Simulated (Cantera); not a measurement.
Input (Python, Cantera):

```python
import numpy as np
import cantera as ct

gas = ct.Solution("gri30.yaml")


def delay(T, t_max=10):
    gas.TPX = T, 101325, {'CH4': 1, 'CO': 0.29, 'O2': 1.53, 'N2': 17}
    reactor = ct.IdealGasConstPressureReactor(gas, clone=False)
    net = ct.ReactorNet([reactor])
    net.rtol, net.atol = 1e-8, 1e-16
    while net.time < t_max:
        t_old, T_old = net.time, reactor.T
        net.step()
        if reactor.T > T + 400:  # ignition: a rise of 400 K
            return t_old + (T + 400 - T_old) / (reactor.T - T_old) * (net.time - t_old)
    return np.nan


taus = []
for T in [1225, 1300, 1375, 1450, 1525, 1600, 1675, 1750, 1825, 1900]:
    taus.append(delay(T))
    print(f"T0 = {T:6g} K   tau = {taus[-1]:.4e} s")
```

Output:

```
T0 =   1225 K   tau = 1.3767e-01 s
T0 =   1300 K   tau = 4.6697e-02 s
T0 =   1375 K   tau = 1.6794e-02 s
T0 =   1450 K   tau = 6.4420e-03 s
T0 =   1525 K   tau = 2.6766e-03 s
T0 =   1600 K   tau = 1.2234e-03 s
T0 =   1675 K   tau = 6.1841e-04 s
T0 =   1750 K   tau = 3.4315e-04 s
T0 =   1825 K   tau = 2.0615e-04 s
T0 =   1900 K   tau = 1.3250e-04 s
```

Model: GRI-Mech 3.0 (53 species, 325 reactions), integrated in Cantera.
